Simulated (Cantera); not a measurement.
A freely propagating, adiabatic, planar premixed flame of 26.5 % H₂, 15.4 % O₂, 58.1 % N₂, unburnt at 698 K and 750 Torr; mixture-averaged transport, grid criteria slope 0.08 and curve 0.16, no radiation.

Detailed kinetics in Cantera: the H2/O2 subset of GRI-Mech 3.0, which has no nitrogen chemistry. Burning velocities carry a grid error of a few per cent, more on coarse grids.

Q: Predict: laminar burning velocity; thermal thickness; peak x(O); peak x(H); peak x(H₂O₂).

A: 
```json
{
 "laminar_burning_velocity": "903 cm/s",
 "thermal_thickness": "0.498 mm",
 "peak x(O)": "0.0162",
 "peak x(H)": "0.0533",
 "peak x(H₂O₂)": "7.45e-6"
}
```
